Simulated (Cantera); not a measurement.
An adiabatic, constant-pressure homogeneous reactor starts with H2 : O2 : N2 = 1 : 0.685 : 2.58 (molar parts), equivalence ratio 0.73, at 1275 K and 1.00 bar.

Computed with Cantera and the H2/O2 subset of GRI-Mech 3.0, which has no nitrogen chemistry.

x: mole fraction; the columns are a selection and need not sum to one.

```
t (s)     T (K)        x H2    x O2         x O        x OH       x HO2      x H2O2         x H
--------  -----  ----------  ------  ----------  ----------  ----------  ----------  ----------
4.00e-6    1275       0.234   0.161     1.60e-8     9.95e-9     4.69e-8    2.26e-10     9.50e-8
1.34e-5    1275       0.234   0.161     2.18e-6     1.34e-6     1.52e-6     9.20e-9     1.24e-5
4.47e-5    1957      0.0346  0.0566      0.0257      0.0236     2.05e-5     7.53e-7      0.0505
0.000150   2534  (withheld)  0.0481  (withheld)  (withheld)  (withheld)  (withheld)  (withheld)
0.000500   2656      0.0132  0.0468     0.00654      0.0241     1.04e-5     4.86e-7     0.00557
0.00167    2657      0.0131  0.0468     0.00653      0.0241     1.04e-5     4.87e-7     0.00556
0.00560    2657      0.0131  0.0468     0.00653      0.0241     1.04e-5     4.87e-7     0.00556
0.0187     2657      0.0131  0.0468     0.00653      0.0241     1.04e-5     4.87e-7     0.00556
0.0626     2657      0.0131  0.0468     0.00653      0.0241     1.04e-5     4.87e-7     0.00556
0.209      2657      0.0131  0.0468     0.00653      0.0241     1.04e-5     4.87e-7     0.00556
0.700      2657      0.0131  0.0468     0.00653      0.0241     1.04e-5     4.87e-7     0.00556
```

Q: What belongs in the gaps?

A: 
- 0.000150, x H2: 0.0191
- 0.000150, x O: 0.0102
- 0.000150, x OH: 0.0271
- 0.000150, x HO2: 8.43e-6
- 0.000150, x H2O2: 3.11e-7
- 0.000150, x H: 0.0110
